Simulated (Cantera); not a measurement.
A closed system holds: 1 mol CO, 0.49 mol CO₂, held at 2773 K and 42.0 bar.

These are equilibrium values from Cantera (NASA tables, ideal gas, pure condensed phases), not measurements of a reactor. Candidate condensed phases: C; 12 gas species. The ideal-gas law is rough above about 30 bar. The numbers say what is thermodynamically allowed, not how fast it happens.

Base state: CO 0.671, CO₂ 0.329, O₂ 0.000104, O 7.69e-5 (mole fractions); condensed: gas only.

### Question
What changes in the equilibrium state with this change: 0.038 mol CH₄ added?

### Answer
| species | before | after |
|---|---|---|
| CO | 0.671 | 0.704 |
| CO₂ | 0.329 | 0.248 |
| H₂O | 0 | 0.0327 |
| H₂ | 0 | 0.0135 |
| H | 0 | 0.00133 |
| OH | 0 | 0.000887 |
| O₂ | 0.000104 | 5.40e-5 |
Further candidate phases: C₆H₆, C₇H₈, C₈H₁₈, H₂O.
